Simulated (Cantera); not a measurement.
Feed: 1 mol HMDSO, 0.39 mol CO₂, 1.9 mol H₂, equilibrated at 1330 Pa.

These are equilibrium values from Cantera (NASA tables, ideal gas, pure condensed phases), not measurements of a reactor. Candidate condensed phases: C, C₆H₆, C₇H₈, C₈H₁₈, H₂O, Si, SiC, SiO₂; 123 gas species. The feed counts by its element totals alone. Mutual solubility and eutectic melting of coexisting phases are not modelled. The tables hold silica as quartz up to 1696 K and as liquid above; real silica turns to tridymite and cristobalite and melts near 1996 K. Equilibrium is a limit: real reactors are often held back by kinetics, nucleation or transport.

### Question
Which condensed phases are stable at each of these points (T (K)): 573, 723, 873, 1023, 1173, 1323, 1473, 1623, 1773, 1923, 2073?

### Answer
| T (K) | condensed phases | Si condensed (%) |
|---|---|---|
| 573 | C(graphite) + SiC(s) + SiO₂(α-quartz) | 100.0 |
| 723 | C(graphite) + SiC(s) + SiO₂(α-quartz) | 100.0 |
| 873 | C(graphite) + SiC(s) + SiO₂(β-quartz) | 100.0 |
| 1023 | C(graphite) + SiC(s) + SiO₂(β-quartz) | 100.0 |
| 1173 | C(graphite) + SiC(s) + SiO₂(β-quartz) | 100.0 |
| 1323 | C(graphite) + SiC(s) + SiO₂(β-quartz) | 100.0 |
| 1473 | C(graphite) + SiC(s) | 99.8 |
| 1623 | C(graphite) + SiC(s) | 99.7 |
| 1773 | C(graphite) + SiC(s) | 99.5 |
| 1923 | C(graphite) + SiC(s) | 99.3 |
| 2073 | C(graphite) + SiC(s) | 98.6 |

From 573 K to 723 K the condensed part is C(graphite) + SiC(s) + SiO₂(α-quartz). From 873 K to 1323 K the condensed part is C(graphite) + SiC(s) + SiO₂(β-quartz). From 1473 K to 2073 K the condensed part is C(graphite) + SiC(s).
